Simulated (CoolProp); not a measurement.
Properties of carbon monoxide along the isotherm -161.95 °C.

The numbers come from the reference Helmholtz-energy equation of state, Lemmon 2006 in CoolProp. It is a short technical equation, of lower accuracy than the large ones.

```
p (MPa)   phase  density (kg/m³)  expansivity (1/kK)
-------  ------  ---------------  ------------------
1.25     liquid            640.6               11.04
2.5      liquid            650.4               9.900
3.75     liquid            659.1               9.055
5        liquid                …               8.396
6.25     liquid            674.0               7.862
7.5      liquid                …               7.417
8.75     liquid            686.6                   …
9.99     liquid            692.2               6.717
11.2     liquid            697.3               6.440
12.5     liquid            702.6                   …
13.7     liquid            707.2               5.960
15       liquid            711.9               5.749
16.2     liquid                …               5.572
17.5     liquid            720.4               5.398
```

### Question
What belongs in the gaps?

### Answer

- 5, density (kg/m³): 666.9
- 7.5, density (kg/m³): 680.5
- 8.75, expansivity (1/kK): 7.040
- 12.5, expansivity (1/kK): 6.177
- 16.2, density (kg/m³): 716.1
